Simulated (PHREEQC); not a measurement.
Leach liquor (model solution)

Make-up at 25 °C: 0.17 mol HCl, 4.9e-05 mol ZnSO4 and 0.0048 mol MgSO4 per kg of water. Closed to the air; pH follows from the charge balance.

The numbers come from PHREEQC with the ion-association model, wateq4f.dat.

```yaml
pH: 0.88
ionic_strength: 0.181 mol/kgw
activity_of_water: 0.994
total_alkalinity: -170 meq/kg
```

```csv
species,molality,activity,log γ
Cl-,0.170,0.122,-0.143
H+,0.166,0.133,-0.096
Mg+2,0.00471,0.00166,-0.455
HSO4-,0.00401,0.00295,-0.133
SO4-2,0.000752,0.000228,-0.518
MgSO4,8.49e-5,8.86e-5,0.018
Zn+2,4.13e-5,1.39e-5,-0.472
```

No solid was allowed to form. Species that the database lacks are ignored.
